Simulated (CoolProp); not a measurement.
Vapour-liquid equilibrium of ethanol (1) + n-octane (2) at 0.458 MPa; x and y are mole fractions of (1).

Model: multi-fluid Helmholtz-energy mixture model, Schroeder 2014 and Beckmüller 2019; pair parameters Bell 2016, in CoolProp.

```tsv
x	bubble temperature, mixture model (K)	bubble temperature, Raoult's law (K)	y, mixture model	y, Raoult's law
0.05	437.6	453.7	0.408	0.219
0.15	414.8	439.8	0.666	0.481
0.25	406.7	429.9	0.741	0.634
0.35	403.1	422.3	0.773	0.735
0.45	401.2	416.2	0.793	0.807
0.55	399.8	411.2	0.810	0.861
0.65	398.6	406.9	0.829	0.904
0.75	397.5	403.1	0.856	0.938
0.85	396.4	399.8	0.896	0.966
0.95	395.6	396.8	0.958	0.990
```

The largest gap from Raoult's law is -25.0 K in bubble temperature, at x = 0.15. No azeotrope shows between x = 0.05 and 0.95.

The pair parameters rest on a limited set of measurements; away from them the model extrapolates. With so large a gap from Raoult's law the liquid may split in two, which this calculation doesn't test in full.
